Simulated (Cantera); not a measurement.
What does this Cantera script print?

```python
import numpy as np
import cantera as ct

gas = ct.Solution("gri30.yaml")
gas.TPX = 700, 1000000, {'C3H8': 1, 'O2': 4.17, 'N2': 15.7}
flame = ct.FreeFlame(gas, width=0.008)
flame.set_refine_criteria(ratio=3, slope=0.08, curve=0.16)
flame.transport_model = "mixture-averaged"
flame.solve(loglevel=0, auto=True)
z, T = flame.grid, flame.T
thick = (T[-1] - T[0]) / np.gradient(T, z).max()
show = ['C3H8', 'O2', 'OH', 'C2H4', 'C2H', 'HO2']
print(f"laminar burning velocity  {flame.velocity[0] * 100:.3f} cm/s")
print(f"burnt temperature         {T[-1]:.1f} K")
print(f"thermal thickness         {thick * 1e3:.4f} mm")
print(f"grid points               {len(z)}")
z0 = z[flame.heat_release_rate.argmax()]
print(f"{'z/mm':>9s}{'T/K':>9s}{'u/(m/s)':>9s}" + "".join(f"{s:>11s}" for s in show))
rows = []
for k in (-3, -2, -1.5, -1, -0.5, -0.25, 0, 0.25, 0.5, 1, 2, 4, 8):
    zz = z0 + k * thick
    rows.append([k * thick, np.interp(zz, z, T), np.interp(zz, z, flame.velocity),
                 *(np.interp(zz, z, flame.X[gas.species_index(s)]) for s in show)])
    print(f"{rows[-1][0] * 1e3:9.3f}{rows[-1][1]:9.1f}{rows[-1][2]:9.3f}" + "".join(f"{x:11.3e}" for x in rows[-1][3:]))
```

Result:

```
laminar burning velocity  117.447 cm/s
burnt temperature         2487.8 K
thermal thickness         0.0364 mm
grid points               150
     z/mm      T/K  u/(m/s)       C3H8         O2         OH       C2H4        C2H        HO2
   -0.109    700.3    1.177  4.783e-02  1.994e-01  3.889e-12  1.952e-06  2.861e-22  2.264e-07
   -0.073    703.1    1.185  4.770e-02  1.985e-01  3.112e-10  2.324e-05  1.848e-19  2.081e-06
   -0.055    713.8    1.208  4.748e-02  1.966e-01  7.620e-09  1.253e-04  2.994e-17  8.995e-06
   -0.036    779.8    1.333  4.630e-02  1.882e-01  3.464e-07  9.734e-04  2.483e-14  5.057e-05
   -0.018   1152.1    2.035  3.293e-02  1.461e-01  1.685e-05  7.455e-03  5.124e-10  2.230e-04
   -0.009   1555.3    2.840  1.144e-02  9.991e-02  2.359e-04  1.202e-02  1.534e-07  4.059e-04
    0.000   1957.1    3.654  3.189e-04  5.179e-02  1.729e-03  4.511e-03  5.336e-06  2.051e-04
    0.009   2171.6    4.061  2.947e-07  2.365e-02  4.512e-03  2.851e-04  7.128e-06  4.452e-05
    0.018   2255.4    4.202  4.684e-11  1.190e-02  6.346e-03  7.320e-06  1.349e-06  1.773e-05
    0.036   2327.6    4.309  1.247e-17  5.230e-03  6.733e-03  4.785e-09  1.552e-08  7.845e-06
    0.073   2394.3    4.411  1.322e-25  2.571e-03  5.483e-03  3.854e-13  1.356e-11  3.627e-06
    0.146   2444.9    4.492  2.929e-33  1.184e-03  3.854e-03  5.425e-17  2.147e-15  1.419e-06
    0.292   2473.7    4.537 -5.007e-36  5.029e-04  2.580e-03  7.663e-20  2.711e-18  4.961e-07
```

Cantera simulation using GRI-Mech 3.0 (53 species, 325 reactions); the numbers are that mechanism's predictions, not measurements. GRI-Mech 3.0 was tuned for natural gas; its chemistry of propane as a main component is partial and can be far from experiment. Burning velocities carry a grid error of a few per cent, more on coarse grids.
